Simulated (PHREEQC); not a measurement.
Make-up at 20 °C: 22 mmol/kgw HCl, 0.97 mmol/kgw AlCl3 and 0.28 mmol/kgw MnSO4. Closed to the air; pH follows from the charge balance.

All values are PHREEQC results (ion-association model, phreeqc.dat), not measurements.

### Question
The ionic strength comes out as 0.0283 mol/kgw. What activity coefficients do Mn+2, MnCl+, HSO4-, Al+3, H+ get?

### Answer
Mn+2 0.55, MnCl+ 0.86, HSO4- 0.85, Al+3 0.31, H+ 0.88.

This is a speciation only: nothing precipitates in the calculation.
